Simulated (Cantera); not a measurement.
Cantera run, input and output.

```python
import numpy as np
import cantera as ct

gas = ct.Solution("gri30.yaml")
gas.TPX = 1175, 3500, {'C2H6': 4, 'N2': 31}
reactor = ct.IdealGasConstPressureReactor(gas, energy="off", clone=False)
net = ct.ReactorNet([reactor])
net.rtol, net.atol = 1e-08, 1e-18
show = ['C2H6', 'C2H', 'H', 'C2H4', 'C2H2', 'HCN', 'CH4']
times = np.geomspace(0.0004, 200, 9)

steps = ct.SolutionArray(gas, extra=["t"])
rows = []
print(f"{'t/s':>10s}{'T/K':>9s}{'P/Pa':>11s}" + "".join(f"{s:>11s}" for s in show))
for t in times:
    while net.time < t:
        t_next = net.step()
        steps.append(gas.state, t=t_next)
    rows.append([np.interp(t, steps.t, y) for y in (steps.T, steps.P, *steps(*show).X.T)])
    print(f"{t:10.3e}{rows[-1][0]:9.1f}{rows[-1][1]:11.4g}" + "".join(f"{x:11.3e}" for x in rows[-1][2:]))
rate = np.gradient(steps.T, steps.t)
print("integrator steps:", len(steps.t))
if steps.T.max() > steps.T[0] + 200:
    print(f"time of steepest temperature rise: {steps.t[rate.argmax()]:.4e} s")
gas.TPX = 1175, 3500, {'C2H6': 4, 'N2': 31}
gas.equilibrate("TP")
print(f"equilibrium (TP): T = {gas.T:.1f} K  " + "  ".join(f"{s} {gas[s].X[0]:.3e}" for s in show))
```

Result:

```
       t/s      T/K       P/Pa       C2H6        C2H          H       C2H4       C2H2        HCN        CH4
 4.000e-04   1175.0       3500  1.143e-01  9.735e-22  4.672e-08  8.436e-07  6.036e-13  1.586e-17  1.239e-06
 2.063e-03   1175.0       3500  1.141e-01  7.125e-16  8.557e-07  8.715e-05  4.802e-09  2.371e-13  2.423e-05
 1.064e-02   1175.0       3500  1.107e-01  1.020e-12  3.356e-06  2.882e-03  6.015e-06  2.598e-11  3.810e-04
 5.485e-02   1175.0       3500  8.724e-02  1.075e-11  4.216e-06  2.188e-02  3.815e-04  8.049e-11  3.344e-03
 2.828e-01   1175.0       3500  1.996e-02  7.536e-11  6.059e-06  7.027e-02  6.721e-03  1.241e-10  1.484e-02
 1.459e+00   1175.0       3500  3.412e-04  5.333e-11  1.603e-06  6.608e-02  2.522e-02  1.330e-10  1.865e-02
 7.521e+00   1175.0       3500  4.052e-05  3.025e-11  6.317e-07  4.865e-02  4.132e-02  1.311e-10  1.852e-02
 3.878e+01   1175.0       3500  1.837e-05  3.997e-11  6.046e-07  1.868e-02  6.863e-02  1.278e-10  1.826e-02
 2.000e+02   1175.0       3500  7.913e-06  3.453e-11  4.838e-07  7.717e-03  7.854e-02  1.271e-10  1.837e-02
integrator steps: 1455
equilibrium (TP): T = 1175.0 K  C2H6 4.236e-06  C2H 1.132e-11  H 2.493e-07  C2H4 4.113e-03  C2H2 4.587e-02  HCN 6.216e-02  CH4 3.032e-02
```

Detailed kinetics in Cantera: GRI-Mech 3.0 (53 species, 325 reactions). GRI-Mech 3.0 stops at C3 and has no aromatics, soot or wall deposition, so with more carbon than oxygen in the feed, carbon stays in small species such as C2H2 where larger ones or solid carbon would form. Radical loss at walls, strong at low pressure, is not modelled.
